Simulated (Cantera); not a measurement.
A closed system holds: 1 mol SrCl₂, 24 mol H₂, a varied amount of N₂, equilibrated at 675 K and 1.00 bar.

Equilibrium computed with Cantera from the NASA thermochemical tables; the gas is ideal and each condensed phase is pure. Candidate condensed phases: NH₄Cl, Sr, SrCl₂; 15 gas species. Equilibrium is a limit: real reactors are often held back by kinetics, nucleation or transport.

x: gas mole fraction; n: condensed amount in mol.

```
n(N₂) (mol)    x H₂    x N₂     x NH₃  n SrCl₂(s)
-----------  ------  ------  --------  ----------
0.44          0.981  0.0172   0.00167        1.00
1             0.959       ?         ?        1.00
2.3           0.911  0.0861   0.00334        1.00
5.1           0.822   0.174   0.00407        1.00
12                ?       ?   0.00408        1.00
26            0.477   0.520   0.00311        1.00
60            0.284   0.715   0.00167        1.00
140           0.145   0.854  0.000671        1.00
310          0.0715   0.928  0.000241        1.00
```

### Question
Fill in the missing entries.

### Answer

- 1, x N₂: 0.0389
- 1, x NH₃: 0.00242
- 12, x H₂: 0.663
- 12, x N₂: 0.333
